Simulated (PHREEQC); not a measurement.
Solution (20 °C): 0.0046 mol HF and 0.11 mol NaF per kg of water. Closed to the air; pH follows from the charge balance.

All values are PHREEQC results (ion-association model, phreeqc.dat), not measurements.

This is a speciation only: nothing precipitates in the calculation.

**Question.** Order these F species by the share of F that they hold, largest first: HF, HF2-, NaF, F-.

**Answer.** F- (92 %), NaF (3.3 %), HF (2.9 %), HF2- (2.2 %)

The pH is 4.51 and the ionic strength 0.106 mol/kgw.
